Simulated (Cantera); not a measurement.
An adiabatic, constant-pressure homogeneous reactor starts with CH4 : H2 : O2 : N2 = 1 : 0.55 : 2.77 : 10.4 (molar parts), at 950 K and 10.0 bar. Integrator tolerance rtol = 1e-08.

Model: GRI-Mech 3.0 (53 species, 325 reactions), integrated in Cantera. Below about 1000 K GRI-Mech 3.0 lacks low-temperature oxidation paths.

Task: What does this change do: H2 0.55 to 0.17 parts?

Result: 
```
quantity                                                            before                                      after
---------------------------------  ---------------------------------------  -----------------------------------------
time of steepest temperature rise                                  49.4 ms                                    56.1 ms
temperature at 0.500 s                                              2503 K                                     2405 K
equilibrium temperature                                             2503 K                                     2405 K
x(CH4) at 0.500 s                    <1e-12 (gas-phase equilibrium <1e-12)      <1e-12 (gas-phase equilibrium <1e-12)
x(H2) at 0.500 s                   0.00186 (gas-phase equilibrium 0.00186)  0.000833 (gas-phase equilibrium 0.000833)
x(O2) at 0.500 s                     0.0310 (gas-phase equilibrium 0.0310)      0.0437 (gas-phase equilibrium 0.0437)
x(CO2) at 0.500 s                    0.0645 (gas-phase equilibrium 0.0645)      0.0677 (gas-phase equilibrium 0.0677)
x(HO2) at 0.500 s                  7.95e-6 (gas-phase equilibrium 7.95e-6)    7.38e-6 (gas-phase equilibrium 7.38e-6)
```
